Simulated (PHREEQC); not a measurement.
Make-up at 25 °C: 0.015 mol H2SO4, 0.0144 mol CaCl2 and 0.00048 mol CuCl2 per kg of water. Closed to the air; pH follows from the charge balance.

Equilibrium calculation in PHREEQC: ion-association model, phreeqc.dat.

No solid was allowed to form.

What pH, ionic strength does the model give?

pH 1.70; ionic strength 0.0662 mol/kgw.

In which forms is Cu present?

Cu+2 79 %, CuSO4 18 %, CuCl+ 2.8 % of the Cu.
